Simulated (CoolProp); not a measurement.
Computed with CoolProp (reference Helmholtz-energy equation of state, Gao 2016).

**Question.** Give the vapour pressure (bar), liquid density (kg/m³), liquid cp (kJ/(kg K)), surface tension (mN/m) of saturated sulfur dioxide at -10.15 °C.

**Answer.** 
```
T (°C)  p (bar)  liquid density (kg/m³)  liquid cp (kJ/(kg K))  surface tension (mN/m)
------  -------  ----------------------  ---------------------  ----------------------
-10.15     1.01                    1460                   1.36                    28.5
```

Surface tension comes from a separate correlation (Mulero 2012).
